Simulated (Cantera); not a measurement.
# Low-pressure radical oxidation in H2/O2

An isothermal, constant-pressure homogeneous reactor starts with H2 : O2 : N2 : H2O = 0.0099 : 1 : 0.11 : 0.086 (molar parts), at 1348 K and 1330 Pa.

Cantera simulation using the H2/O2 subset of GRI-Mech 3.0, which has no nitrogen chemistry; the numbers are that mechanism's predictions, not measurements. Radical loss at walls, strong at low pressure, is not modelled.

| t (s) | x H2 | x O2 | x H | x OH | x HO2 |
|---|---|---|---|---|---|
| 1.00e-5 | 0.00821 | 0.829 | 6.34e-10 | 2.09e-10 | 8.42e-10 |
| 3.47e-5 | 0.00821 | 0.829 | 1.54e-9 | 1.42e-9 | 2.92e-9 |
| 0.000120 | 0.00821 | 0.829 | 2.71e-9 | 8.40e-9 | 1.01e-8 |
| 0.000416 | 0.00821 | 0.829 | 7.05e-9 | 4.93e-8 | 3.50e-8 |
| 0.00144 | 0.00821 | 0.829 | 1.04e-7 | 9.65e-7 | 1.23e-7 |
| 0.00500 | 0.00395 | 0.825 | 0.000317 | 0.00211 | 1.38e-6 |
| 0.0173 | 0.000232 | 0.823 | 0.000473 | 0.00259 | 1.39e-6 |
| 0.0600 | 0.000156 | 0.824 | 0.000261 | 0.00213 | 1.12e-6 |
| 0.208 | 5.92e-5 | 0.827 | 6.04e-5 | 0.00131 | 6.04e-7 |
| 0.721 | 1.18e-5 | 0.828 | 5.36e-6 | 0.000587 | 1.80e-7 |
| 2.50 | 1.93e-6 | 0.828 | 3.57e-7 | 0.000238 | 4.96e-8 |
| 8.66 | 3.87e-7 | 0.828 | 3.21e-8 | 0.000107 | 3.76e-8 |
| 30.0 | 1.60e-7 | 0.829 | 8.55e-9 | 6.87e-5 | 4.83e-8 |
x: mole fraction; the columns are a selection and need not sum to one.

Equilibrium at this temperature and pressure: H2 1.51e-7, O2 0.829, H 7.84e-9, OH 6.67e-5, HO2 4.94e-8 (gas phase only).
